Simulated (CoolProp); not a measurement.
A Linde-Hampson liquefier for methane: isothermal reversible compression at 280 K from 1 atm to 40 MPa, throttling to 1 atm, return gas leaving the recuperator 10 K below the feed. Each further row changes one setting.

The numbers come from the reference Helmholtz-energy equation of state, Setzmann 1991 in CoolProp.

```csv
case,liquid yield per pass,compression work (kJ/kg of gas)
as stated,…,803
high pressure 80 MPa,…,…
warm-end temperature 310 K,…,914
warm-end gap 15 K,0.260,803
```

**Question.** Fill in the missing entries.

**Answer.** 
- as stated, liquid yield per pass: 0.269
- high pressure 80 MPa, liquid yield per pass: 0.235
- high pressure 80 MPa, compression work (kJ/kg of gas): 934
- warm-end temperature 310 K, liquid yield per pass: 0.212
